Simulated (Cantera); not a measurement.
What does this Cantera script print?

```python
import numpy as np
import cantera as ct

gas = ct.Solution("gri30.yaml")


def delay(T, t_max=10):
    gas.TPX = T, 44000, {'H2': 1, 'O2': 0.357, 'N2': 1.34}
    reactor = ct.IdealGasConstPressureReactor(gas, clone=False)
    net = ct.ReactorNet([reactor])
    net.rtol, net.atol = 1e-8, 1e-16
    while net.time < t_max:
        t_old, T_old = net.time, reactor.T
        net.step()
        if reactor.T > T + 400:  # ignition: a rise of 400 K
            return t_old + (T + 400 - T_old) / (reactor.T - T_old) * (net.time - t_old)
    return np.nan


taus = []
for T in [1300, 1375, 1450, 1525, 1600]:
    taus.append(delay(T))
    print(f"T0 = {T:6g} K   tau = {taus[-1]:.4e} s")

# d ln(tau) / d ln(k), from doubling and halving each rate constant
T, sens = 1300, []
for i in range(gas.n_reactions):
    gas.set_multiplier(2.0, i)
    up = delay(T)
    gas.set_multiplier(0.5, i)
    down = delay(T)
    gas.set_multiplier(1.0, i)
    sens.append((np.log(up / down) / np.log(4.0), gas.reaction(i).equation))
sens.sort(key=lambda x: -abs(x[0]))
print(f"sensitivities at {T} K")
for s, eq in sens[:10]:
    print(f"{s:8.3f}  {eq}")
```

Output:

```
T0 =   1300 K   tau = 7.8596e-05 s
T0 =   1375 K   tau = 6.5638e-05 s
T0 =   1450 K   tau = 5.8726e-05 s
T0 =   1525 K   tau = 5.5701e-05 s
T0 =   1600 K   tau = 5.5373e-05 s
sensitivities at 1300 K
  -0.574  H + O2 <=> O + OH
  -0.113  H2 + O <=> H + OH
  -0.067  H + O2 + H2O <=> HO2 + H2O
  -0.049  H + HO2 <=> H2 + O2
  -0.047  H2 + OH <=> H + H2O
  -0.046  H + OH + M <=> H2O + M
  -0.044  2 H + H2O <=> H2 + H2O
  -0.019  2 H + M <=> H2 + M
  -0.014  H + O2 + M <=> HO2 + M
  -0.014  H + O2 + N2 <=> HO2 + N2
```

Detailed kinetics in Cantera: GRI-Mech 3.0 (53 species, 325 reactions). Where the delays flatten at high temperature, the 400 K rule measures the pace of heat release, not the induction time.
